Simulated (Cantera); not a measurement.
A closed system holds: 1 mol SiF4, 0.66 mol N2, equilibrated at 1598.15 K and 0.100 bar.

Equilibrium computed with Cantera from the NASA thermochemical tables; the gas is ideal and each condensed phase is pure. Candidate condensed phases: Si, Si3N4; 16 gas species. Kinetics and transport are ignored.

Base state: SiF4 0.602, N2 0.398 (mole fractions); condensed: gas only.

**Question.** What changes in the equilibrium state with this change: SiF4 replaced by SiCl4?

**Answer.** 
```json
[
 {"species": "SiCl4", "before": "0", "after": "0.588"},
 {"species": "N2", "before": "0.398", "after": "0.394"},
 {"species": "SiCl3", "before": "0", "after": "0.00878"},
 {"species": "SiF4", "before": "0.602", "after": "0"},
 {"species": "Cl", "before": "0", "after": "0.00827"},
 {"species": "Cl2", "before": "0", "after": "0.000580"},
 {"species": "SiCl2", "before": "0", "after": "0.000325"}
]
```
The tables' values for SiCl3 are old estimates; treat these amounts as uncertain.
